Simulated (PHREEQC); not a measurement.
0.72 g of hydrous ferric oxide (600 m²/g; 0.2 weak and 0.005 strong sites per Fe, Dzombak-Morel constants, diffuse double layer) in 1 kg of water with 0.05 mol/kgw of an inert sodium salt and 3.8e-05 mol ZnCl2, 3.5e-05 mol Ag2SO4 and 0.0014 mol CuSO4, at 25 °C; the pH is set by adding NaOH or the inert anion's acid. Oxygen is held at 0.21 atm. No CO2 enters from the air. Precipitation was switched off in this run.

The numbers come from PHREEQC with the ion-association model, wateq4f.dat.

| pH | Zn sorbed (%) | S sorbed (%) | Ag sorbed (%) | Cu sorbed (%) | surface charge σ (C/m²) |
|---|---|---|---|---|---|
| 4 | 0.0 | 45.9 | 0.0 | 2.9 | 0.069 |
| 4.5 | 0.1 | 44.1 | 0.0 | 9.9 | 0.068 |
| 5 | 0.2 | 39.8 | 0.0 | 34.8 | 0.070 |
| 5.5 | 0.5 | 33.8 | 0.0 | 63.8 | 0.075 |
| 6 | 1.1 | 29.6 | 0.1 | 79.0 | 0.084 |
| 6.5 | 1.9 | 27.5 | 0.1 | 84.9 | 0.094 |
| 7 | 4.1 | 26.0 | 0.3 | 86.4 | 0.099 |
| 7.5 | 14.3 | 23.5 | 1.0 | 83.9 | 0.093 |
| 8 | 45.3 | 16.7 | 3.7 | 76.9 | 0.079 |
| 8.5 | 76.0 | 6.7 | 11.9 | 67.3 | 0.059 |
| 9 | 84.9 | 1.2 | 29.0 | 60.2 | 0.036 |
| 9.5 | 85.0 | 0.2 | 53.9 | 56.0 | 0.016 |
| 10 | 83.4 | 0.0 | 77.2 | 53.0 | 0.001 |
| 10.5 | 80.8 | 0.0 | 90.9 | 50.3 | -0.014 |
| 11 | 75.0 | 0.0 | 96.6 | 47.3 | -0.034 |
| 11.5 | 60.5 | 0.0 | 98.6 | 42.9 | -0.064 |
| 12 | 31.9 | 0.0 | 99.1 | 35.7 | -0.115 |

Along this series the solution becomes supersaturated in solids that the run did not let form, among them Cu(OH)2, Brochantite, Antlerite, Atacamite, Zn(OH)2-e. Species that the database lacks are ignored. The database's constant for dissolved Cu(OH)2 is higher than later reviews accept.
